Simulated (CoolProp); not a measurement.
200 sccm (0 °C, 1 atm) of nitrogen bubbles through liquid octamethyltrisiloxane (MDM) at 347.2 K and leaves saturated at a total pressure of 0.15 MPa (ideal gas phase). Each further row changes one setting.

Values from CoolProp's reference Helmholtz-energy equation of state, Thol 2017.

```
case                      vapour pressure (kPa)  mole fraction of vapour  delivery (mg/min)  delivery (sccm)  change of delivery for a bath 1 K warmer (%)
------------------------  ---------------------  -----------------------  -----------------  ---------------  --------------------------------------------
as stated                                  7.02                      ___                ___             9.82                                           4.7
bath temperature 352.2 K                    ___                      ___                130             12.3                                           4.6
total pressure 0.3 MPa                     7.02                   0.0234                ___              ___                                           4.6
```

Q: Fill in the missing entries.

A: 
- as stated, mole fraction of vapour: 0.0468
- as stated, delivery (mg/min): 104
- bath temperature 352.2 K, vapour pressure (kPa): 8.72
- bath temperature 352.2 K, mole fraction of vapour: 0.0582
- total pressure 0.3 MPa, delivery (mg/min): 50.6
- total pressure 0.3 MPa, delivery (sccm): 4.79
